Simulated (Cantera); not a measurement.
# Gas-phase reforming

An isothermal, constant-pressure homogeneous reactor starts with CH₄ : CO₂ = 1 : 0.33 (molar parts), at 1850 K and 13000 Pa.

Cantera simulation using GRI-Mech 3.0 (53 species, 325 reactions); the numbers are that mechanism's predictions, not measurements. GRI-Mech 3.0 stops at C3 and has no aromatics, soot or wall deposition, so with more carbon than oxygen in the feed, carbon stays in small species such as C2H2 where larger ones or solid carbon would form.

```csv
t (s),x CH₄,x CO₂,x HO₂,x C₂H₂,x CH₃
0.000500,0.660,0.238,<1e-12,0.00431,0.0125
0.00106,0.473,0.210,<1e-12,0.0430,0.0117
0.00226,0.288,0.168,<1e-12,0.115,0.00719
0.00480,0.163,0.125,<1e-12,0.160,0.00435
0.0102,0.0801,0.0725,<1e-12,0.185,0.00245
0.0217,0.0345,0.0248,<1e-12,0.194,0.00127
0.0461,0.0175,0.00860,<1e-12,0.189,0.000722
0.0980,0.0129,0.00643,<1e-12,0.172,0.000532
0.208,0.00978,0.00410,<1e-12,0.152,0.000389
0.443,0.00623,0.00172,<1e-12,0.135,0.000242
0.941,0.00300,0.000328,<1e-12,0.127,0.000115
2.00,0.00117,1.15e-5,<1e-12,0.125,4.45e-5
```
x: mole fraction; the columns are a selection and need not sum to one.

Equilibrium at this temperature and pressure: CH₄ 0.000913, CO₂ 1.59e-8, HO₂ <1e-12, C₂H₂ 0.125, CH₃ 3.49e-5 (gas phase only).
